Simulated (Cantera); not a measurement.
Charge: 1 mol Ti(OiPr)₄, 0.28 mol CH₄, 8.7 mol N₂, at 1852 °C and 10000 Pa.

Method: chemical equilibrium by Gibbs-energy minimisation in Cantera with the NASA 1993 tables (ideal gas, pure condensed phases). Candidate condensed phases: C, C₆H₆, C₇H₈, C₈H₁₈, H₂O, Ti, TiC, TiN, TiO, TiO₂, Ti₂O₃, Ti₃O₅, Ti₄O₇; 139 gas species. The feed counts by its element totals alone. TiC: taken at fixed stoichiometry. Rates play no part.

Base state: H₂ 0.522, N₂ 0.313, CO 0.146, HCN 0.00946, H 0.00830, C₂H₂ (acetylene) 0.000874, HNC 0.000665 (mole fractions); condensed: C(graphite) + TiC(s).

What changes in the equilibrium state with this change: temperature from 1852 °C to 1327 °C?


| species | before | after |
|---|---|---|
| H₂ | 0.522 | 0.534 |
| N₂ | 0.313 | 0.319 |
| CO | 0.146 | 0.147 |
| HCN | 0.00946 | 0.000844 |
| H | 0.00830 | 0.000126 |
| C₂H₂ (acetylene) | 0.000874 | 1.47e-5 |
| HNC | 0.000665 | 1.93e-5 |
| CH₄ | 8.47e-6 | 4.65e-5 |
| C(graphite), mol | 6.95 | 7.25 |
| TiC(s), mol | 1.000 | 1.00 |
